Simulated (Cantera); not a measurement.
# Equilibrium for silicon epitaxy and polysilicon growth: SiCl4 + Cl2 + H2

Charge: 1 mol SiCl4, a varied amount of Cl2, 160 mol H2, at 0.450 bar.

Cantera equilibrium calculation (NASA polynomials, part measured and part estimated; ideal gas, pure solids and liquids). Candidate condensed phases: Si; 19 gas species. The tables' values for SiCl3 are old estimates. Equilibrium is a limit: real reactors are often held back by kinetics, nucleation or transport.

### Question
Map the stable condensed phases over T = 923, 973, 1023, 1073, 1123, 1173, 1223, 1273, 1323, 1373, 1423, 1473, 1523 K and n(Cl2) in mol = 0.034, 0.058, 0.1, 0.17, 0.3, 0.52, 0.9.

### Answer
```
T in K \ n(Cl2) in mol
         0.034 0.058   0.1  0.17   0.3  0.52   0.9
   1523      A     A     A     A     A     A     A
   1473      A     A     A     A     A     A     A
   1423      A     A     A     A     A     A     A
   1373      A     A     A     A     A     A     A
   1323      A     A     A     A     A     A     A
   1273      A     A     A     A     A     A     A
   1223      A     A     A     A     A     A     A
   1173      A     A     A     A     A     A     A
   1123      A     A     A     A     A     A     B
   1073      A     A     A     A     A     B     B
   1023      A     A     A     A     B     B     B
    973      A     B     B     B     B     B     B
    923      B     B     B     B     B     B     B
```
A: Si; B: gas only.
